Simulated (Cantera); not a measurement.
Feed: 1 mol SiCl4, 0.77 mol O3, 9 mol H2, at 1.00 bar.

Equilibrium computed with Cantera from the NASA thermochemical tables; the gas is ideal and each condensed phase is pure. Candidate condensed phases: H2O, Si, SiO2; 30 gas species. The tables hold silica as quartz up to 1696 K and as liquid above; real silica turns to tridymite and cristobalite and melts near 1996 K. Gases not in the tables: Si(OH)4. The numbers say what is thermodynamically allowed, not how fast it happens. All values below are at 1323 K.

Base state: H2 0.608, HCl 0.364, H2O 0.0282 (mole fractions); condensed: SiO2(β-quartz).

### Question
What changes in the equilibrium state with this change: SiCl4 replaced by SiH4?

### Answer
| species | before | after |
|---|---|---|
| H2 | 0.608 | 0.972 |
| H2O | 0.0282 | 0.0282 |
| HCl | 0.364 | 0 |
| SiO2(β-quartz), mol | 1.00 | 1.00 |
